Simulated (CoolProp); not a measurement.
Saturation properties of hexamethyldisiloxane (MM).

Model: reference Helmholtz-energy equation of state, Thol 2016, in CoolProp.

```
T (K)  p (bar)  vapour density (kg/m³)  enthalpy of vaporisation (kJ/kg)
-----  -------  ----------------------  --------------------------------
288.6  0.03367                  0.2291                             233.2
292.8  0.04225                  0.2836                             231.3
297    0.05259                  0.3484                               [?]
301.3  0.06528                  0.4270                             227.4
305.5  0.08005                  0.5171                               [?]
309.8  0.09794                  0.6249                             223.6
314     0.1185                     [?]                             221.7
318.3   0.1430                  0.8917                             219.7
322.5   0.1709                   1.054                             217.8
```

**Question.** Complete the blanks.

**Answer.** 
- 297, enthalpy of vaporisation (kJ/kg): 229.4
- 305.5, enthalpy of vaporisation (kJ/kg): 225.5
- 314, vapour density (kg/m³): 0.7471

It boils at 373.7 K under 1 atm.
